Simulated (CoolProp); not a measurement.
500 sccm (0 °C, 1 atm) of nitrogen bubbles through liquid cyclohexane at 295.6 K and leaves saturated at a total pressure of 0.15 MPa (ideal gas phase). Each further row changes one setting.

Computed with CoolProp (reference Helmholtz-energy equation of state, Zhou 2014).

| case | vapour pressure (kPa) | mole fraction of vapour | delivery (mg/min) | delivery (sccm) | change of delivery for a bath 1 K warmer (%) |
|---|---|---|---|---|---|
| as stated | 11.6 | 0.0773 | ? | ? | 5.1 |
| bath temperature 300.6 K | ? | 0.0968 | 201 | ? | 5.0 |
| total pressure 0.3 MPa | 11.6 | 0.0386 | 75.5 | ? | 4.9 |

Complete the blanks.


- as stated, delivery (mg/min): 157
- as stated, delivery (sccm): 41.9
- bath temperature 300.6 K, vapour pressure (kPa): 14.5
- bath temperature 300.6 K, delivery (sccm): 53.6
- total pressure 0.3 MPa, delivery (sccm): 20.1
